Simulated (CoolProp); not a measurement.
R410A along the isobar 0.575 MPa: fugacity coefficient from the reference equation and from simpler models built on Tc = 71.3 °C, pc = 4.901 MPa, ω = 0.296; each cubic takes its own stable root.

Values from CoolProp's reference Helmholtz-energy equation of state, Lemmon 2003. It is a pseudo-pure fit of the blend.

| T (°C) | phase | reference |
|---|---|---|
| 36.25 | gas | 0.9362 |
| 63.55 | gas | 0.9531 |
| 90.75 | gas | 0.9645 |
| 117.95 | gas | 0.9727 |
| 145.15 | gas | 0.9787 |
| 172.45 | gas | 0.9832 |
| 199.65 | gas | 0.9867 |
| 226.85 | gas | 0.9894 |

Problem. How far does each simpler model (van der Waals, Redlich-Kwong, Soave-Redlich-Kwong, Peng-Robinson) lie from the reference over these 8 states: mean and median of the absolute difference, and the worst?

Solution. 
- van der Waals: mean 0.6 %, median 0.2 %, worst +2.0 % at 36.25 °C and 0.575 MPa
- Redlich-Kwong: mean 0.3 %, median 0.2 %, worst +1.1 % at 36.25 °C and 0.575 MPa
- Soave-Redlich-Kwong: mean 0.3 %, median 0.2 %, worst +0.8 % at 36.25 °C and 0.575 MPa
- Peng-Robinson: mean 0.1 %, median 0.1 %, worst +0.3 % at 36.25 °C and 0.575 MPa
